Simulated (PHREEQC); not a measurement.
A solution holds 0.052 mol LiOH, 0.0012 mol Na2SiO3 and 0.0062 mol Na2CO3 per kg of water, at 80 °C. Closed to the air; pH follows from the charge balance.

The numbers come from PHREEQC with the ion-association model, wateq4f.dat.

No solid was allowed to form.

**Question.** Predict the pH, ionic strength.

**Answer.** pH 11.22; ionic strength 0.0674 mol/kgw.

**Question.** In which forms is C present?

**Answer.** CO3-2 51 %, NaCO3- 47 %, HCO3- 2.0 % of the C.

At this temperature some constants are extrapolated from 25 °C, and those without enthalpy data are left unchanged.
